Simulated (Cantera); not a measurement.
A closed system holds: 1 mol SiCl₄, 81 mol N₂, 1.1 mol NH₃, equilibrated at 7.50 Torr.

These are equilibrium values from Cantera (NASA tables, ideal gas, pure condensed phases), not measurements of a reactor. Candidate condensed phases: NH₄Cl, Si, Si₃N₄; 28 gas species. The tables' values for SiCl₃ are old estimates; treat these amounts as uncertain. Kinetics and transport are ignored. All values below are at 1198 K.

Base state: N₂ 0.960, HCl 0.0324, SiCl₄ 0.00348, H₂ 0.00333, SiCl₃ 0.000241, SiCl₂ 0.000147 (mole fractions); condensed: Si₃N₄(s).

What changes in the equilibrium state with this change: SiCl₄ replaced by trisilylamine?


| species | before | after |
|---|---|---|
| N₂ | 0.960 | 0.929 |
| H₂ | 0.00333 | 0.0713 |
| HCl | 0.0324 | 0 |
| SiCl₄ | 0.00348 | 0 |
| SiCl₃ | 0.000241 | 0 |
| SiCl₂ | 0.000147 | 0 |
| Si₃N₄(s), mol | 0.224 | 1.00 |
The feed counts by its element totals alone.

What changes in the equilibrium state with this change: NH₃ from 1.1 to 39 mol?


| species | before | after |
|---|---|---|
| N₂ | 0.960 | 0.623 |
| H₂ | 0.00333 | 0.352 |
| HCl | 0.0324 | 0.0249 |
| SiCl₂ | 0.000147 | 1.10e-6 |
| SiCl₄ | 0.00348 | 1.45e-7 |
| SiCl₃ | 0.000241 | 1.34e-7 |
| Si₃N₄(s), mol | 0.224 | 0.333 |
